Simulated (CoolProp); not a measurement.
Saturation properties of methane.

Computed with CoolProp (reference Helmholtz-energy equation of state, Setzmann 1991).

```tsv
T (°C)	p (bar)	liquid density (kg/m³)	enthalpy of vaporisation (kJ/kg)	liquid cp (kJ/(kg K))	vapour Z	surface tension (mN/m)
-153.55	1.861	410.5	495.4	3.546	0.9447	11.4
-143.95	3.500	395.3	474.0	3.648	…	…
-134.35	6.023	…	448.6	3.791	0.8759	7.78
-124.75	9.666	361.1	418.2	4.002	0.8282	…
-115.15	14.68	340.9	381.1	4.339	…	4.43
-105.55	21.33	317.2	334.2	4.949	…	2.88
-95.95	29.92	287.2	270.8	6.394	0.6069	1.48
-86.25	41.01	238.4	163.2	…	0.4642	0.284
```

Task: Complete the blanks.

Result: 
- -143.95, vapour Z: 0.9145
- -143.95, surface tension (mN/m): 9.56
- -134.35, liquid density (kg/m³): 379.0
- -124.75, surface tension (mN/m): 6.06
- -115.15, vapour Z: 0.7701
- -105.55, vapour Z: 0.6986
- -86.25, liquid cp (kJ/(kg K)): 15.33

It boils at -161.5 °C under 1 atm.

Surface tension comes from a separate correlation (Mulero 2012).
